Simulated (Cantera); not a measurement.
Standard-state values (1 bar) from the NASA 1993 polynomials, evaluated with Cantera. Values are per mole of reaction as written; species without (g) are pure solids or liquids, kept so even where they would boil at 1 bar.

3 Ti₂O₃ + O₃(g) ⇌ 6 TiO₂

```
T (K)  ΔH° (kJ)  ΔS° (J/K)  ΔG° (kJ)  log10 K        condensed phases
-----  --------  ---------  --------  -------  ----------------------
300         ___        ___       ___      ___  Ti₂O₃(s), TiO₂(rutile)
1923    -1320.9     -246.7    -846.5    22.99  Ti₂O₃(s), TiO₂(rutile)
1973        ___        ___       ___      ___  Ti₂O₃(s), TiO₂(rutile)
2023    -1326.4     -249.5    -821.6    21.21  Ti₂O₃(s), TiO₂(rutile)
2073        ___        ___       ___      ___  Ti₂O₃(s), TiO₂(rutile)
2123        ___        ___       ___      ___  Ti₂O₃(l), TiO₂(rutile)
```

Some entries are withheld; supply them.


- 300, ΔH° (kJ): -1247.9
- 300, ΔS° (J/K): -169.8
- 300, ΔG° (kJ): -1197.0
- 300, log10 K: 208.41
- 1973, ΔH° (kJ): -1323.6
- 1973, ΔS° (J/K): -248.1
- 1973, ΔG° (kJ): -834.1
- 1973, log10 K: 22.08
- 2073, ΔH° (kJ): -1329.2
- 2073, ΔS° (J/K): -250.9
- 2073, ΔG° (kJ): -809.1
- 2073, log10 K: 20.39
- 2123, ΔH° (kJ): -1646.0
- 2123, ΔS° (J/K): -400.7
- 2123, ΔG° (kJ): -795.4
- 2123, log10 K: 19.57
